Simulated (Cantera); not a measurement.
Feed: 1 mol Si3N4, 0.33 mol O2, 23 mol N2, at 0.100 bar.

These are equilibrium values from Cantera (NASA tables, ideal gas, pure condensed phases), not measurements of a reactor. Candidate condensed phases: Si, SiO2, Si2N2O, Si3N4; 16 gas species. Mutual solubility and eutectic melting of coexisting phases are not modelled. Equilibrium is a limit: real reactors are often held back by kinetics, nucleation or transport.

Question: Which condensed phases are stable at each of these points (T (K)): 1498, 1573, 1648, 1723, 1798, 1873, 1948, 2023, 2098?

Answer: 
```json
[
 {"T (K)": "1498", "condensed phases": "Si2N2O(s) + Si3N4(s)", "Si condensed (%)": "100.0"},
 {"T (K)": "1573", "condensed phases": "Si2N2O(s) + Si3N4(s)", "Si condensed (%)": "100.0"},
 {"T (K)": "1648", "condensed phases": "Si2N2O(s) + Si3N4(s)", "Si condensed (%)": "100.0"},
 {"T (K)": "1723", "condensed phases": "Si2N2O(s) + Si3N4(s)", "Si condensed (%)": "99.8"},
 {"T (K)": "1798", "condensed phases": "Si2N2O(s) + Si3N4(s)", "Si condensed (%)": "98.9"},
 {"T (K)": "1873", "condensed phases": "Si2N2O(s) + Si3N4(s)", "Si condensed (%)": "94.9"},
 {"T (K)": "1948", "condensed phases": "Si2N2O(s) + Si3N4(s)", "Si condensed (%)": "78.5"},
 {"T (K)": "2023", "condensed phases": "Si(l)", "Si condensed (%)": "77.4"},
 {"T (K)": "2098", "condensed phases": "Si(l)", "Si condensed (%)": "76.6"}
]
```

From 1498 K to 1948 K the condensed part is Si2N2O(s) + Si3N4(s). From 2023 K to 2098 K the condensed part is Si(l).
